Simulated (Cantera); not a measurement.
A perfectly stirred reactor is fed with H₂ : O₂ : N₂ : H₂O = 1 : 0.769 : 2.89 : 0.42 (molar parts), at 1430 Torr; it is adiabatic with a 748 K inlet, and is followed from long to short residence time, starting on the burning branch (τ in s: 0.31, 0.13, 0.053, 0.022, 0.0091, 0.0038, 0.0016, 0.00065, 0.00027, 0.00011, 4.6e-05).

Cantera simulation using the H2/O2 subset of GRI-Mech 3.0, which has no nitrogen chemistry; the numbers are that mechanism's predictions, not measurements.

**Question.** Predict: blow-out, bracketed by the residence times tried; x(H₂) at τ = 0.310 s; x(O₂) at τ = 0.310 s; x(H₂O) at τ = 0.310 s; x(H) at τ = 0.310 s; x(H₂O₂) at τ = 0.310 s; x(H₂) at τ = 3.80 ms; x(O₂) at τ = 3.80 ms; x(H₂O) at τ = 3.80 ms; x(H) at τ = 3.80 ms; x(H₂O₂) at τ = 3.80 ms.

**Answer.** 
| Quantity | Value |
|---|---|
| blow-out, bracketed by the residence times tried | burning at 46.0 µs, the shortest tried |
| x(H₂) at τ = 0.310 s | 0.000710 |
| x(O₂) at τ = 0.310 s | 0.0578 |
| x(H₂O) at τ = 0.310 s | 0.307 |
| x(H) at τ = 0.310 s | 7.60e-5 |
| x(H₂O₂) at τ = 0.310 s | 2.87e-7 |
| x(H₂) at τ = 3.80 ms | 0.00188 |
| x(O₂) at τ = 3.80 ms | 0.0577 |
| x(H₂O) at τ = 3.80 ms | 0.304 |
| x(H) at τ = 3.80 ms | 0.000302 |
| x(H₂O₂) at τ = 3.80 ms | 3.77e-7 |
